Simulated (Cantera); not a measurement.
An isothermal, constant-pressure homogeneous reactor starts with CH₄ : CO₂ = 1 : 0.49 (molar parts), at 1700 K and 660 Torr.

Model: GRI-Mech 3.0 (53 species, 325 reactions), integrated in Cantera. GRI-Mech 3.0 stops at C3 and has no aromatics, soot or wall deposition, so with more carbon than oxygen in the feed, carbon stays in small species such as C2H2 where larger ones or solid carbon would form.

One state of this run: x CH₄ = 0.0201; x CO₂ = 0.00798; x HCO = 2.35e-8; x CH₂ = 3.49e-8; x H₂O = 0.0484. x: mole fraction; the columns are a selection and need not sum to one.

Question: Which value of t (s) does it belong to?
A) 0.00257
B) 9.19e-5
C) 0.00112
D) 0.870

Answer: D, 0.870
